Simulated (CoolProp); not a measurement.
A closed Brayton cycle with carbon dioxide: compressor inlet 318.15 K and 9.4 MPa, high pressure 30.7 MPa, turbine inlet 875 K, compressor efficiency 0.89, turbine efficiency 0.93, recuperator effectiveness 0 (on enthalpy, no pinch check). Each further row changes one setting.

Model: reference Helmholtz-energy equation of state, Span 1996, in CoolProp.

```tsv
case	thermal efficiency (%)	net work (kJ/kg)	compressor to turbine work	compressor exit (K)	turbine exit (K)
as stated	18.4	124	0.27	387.2	724.1
turbine inlet 825 K	[?]	113	0.29	387.2	[?]
compressor inlet 328.15 K	[?]	111	[?]	419.5	724.1
high pressure 26.1 MPa	16.2	111	0.25	377.4	744.0
recuperator effectiveness 0.5	26.0	124	0.27	387.2	724.1
```

Problem. What belongs in the gaps?

Solution. 
- turbine inlet 825 K, thermal efficiency (%): 18.5
- turbine inlet 825 K, turbine exit (K): 679.4
- compressor inlet 328.15 K, thermal efficiency (%): 18.1
- compressor inlet 328.15 K, compressor to turbine work: 0.34
